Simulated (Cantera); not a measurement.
An isothermal, constant-pressure homogeneous reactor starts with 0.473 % CO, 1.04 % O2, 3.88 % H2O, 94.6 % N2, at 1475 K and 14000 Pa.

Detailed kinetics in Cantera: GRI-Mech 3.0 (53 species, 325 reactions).

x: mole fraction; the columns are a selection and need not sum to one.

```json
[
 {"t (s)": "1.00e-6", "x CO": "0.00473", "x O2": "0.0104", "x H2O": "0.0388", "x H": "<1e-12", "x N2O": "<1e-12"},
 {"t (s)": "6.77e-6", "x CO": "0.00473", "x O2": "0.0104", "x H2O": "0.0388", "x H": "<1e-12", "x N2O": "<1e-12"},
 {"t (s)": "4.59e-5", "x CO": "0.00473", "x O2": "0.0104", "x H2O": "0.0388", "x H": "1.71e-11", "x N2O": "<1e-12"},
 {"t (s)": "0.000311", "x CO": "0.00473", "x O2": "0.0104", "x H2O": "0.0388", "x H": "6.11e-10", "x N2O": "<1e-12"},
 {"t (s)": "0.00210", "x CO": "0.00473", "x O2": "0.0104", "x H2O": "0.0388", "x H": "3.15e-8", "x N2O": "1.82e-12"},
 {"t (s)": "0.0143", "x CO": "0.00102", "x O2": "0.00883", "x H2O": "0.0369", "x H": "0.000847", "x N2O": "___"},
 {"t (s)": "0.0965", "x CO": "8.19e-5", "x O2": "0.00810", "x H2O": "0.0384", "x H": "8.70e-5", "x N2O": "___"},
 {"t (s)": "0.654", "x CO": "4.07e-6", "x O2": "0.00805", "x H2O": "0.0388", "x H": "9.82e-7", "x N2O": "___"},
 {"t (s)": "4.43", "x CO": "5.33e-7", "x O2": "0.00805", "x H2O": "0.0389", "x H": "5.14e-8", "x N2O": "___"},
 {"t (s)": "30.0", "x CO": "4.75e-7", "x O2": "0.00805", "x H2O": "0.0389", "x H": "4.37e-8", "x N2O": "___"}
]
```

**Question.** Complete the blanks.

**Answer.** 
- 0.0143, x N2O: 2.37e-8
- 0.0965, x N2O: 4.15e-8
- 0.654, x N2O: 4.67e-8
- 4.43, x N2O: 6.71e-9
- 30.0, x N2O: 5.90e-9
